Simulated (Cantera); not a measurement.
Feed: 1 mol FeS, 0.13 mol SO₂, 2.8 mol O₂, held at 1000 Pa.

Equilibrium computed with Cantera from the NASA thermochemical tables; the gas is ideal and each condensed phase is pure. Candidate condensed phases: Fe, FeO, FeS, FeSO₄, FeS₂, Fe₂O₃, Fe₂(SO₄)₃, Fe₃O₄, S; 12 gas species. The numbers say what is thermodynamically allowed, not how fast it happens. All values below are at 1025 °C.

Base state: SO₂ 0.515, O₂ 0.481, SO₃ 0.00442 (mole fractions); condensed: Fe₂O₃(s).

Q: What changes in the equilibrium state with this change: FeS replaced by FeS₂?

A: 
| species | before | after |
|---|---|---|
| SO₂ | 0.515 | 0.976 |
| O₂ | 0.481 | 0.0221 |
| SO₃ | 0.00442 | 0.00179 |
| Fe₂O₃(s), mol | 0.500 | 0.500 |
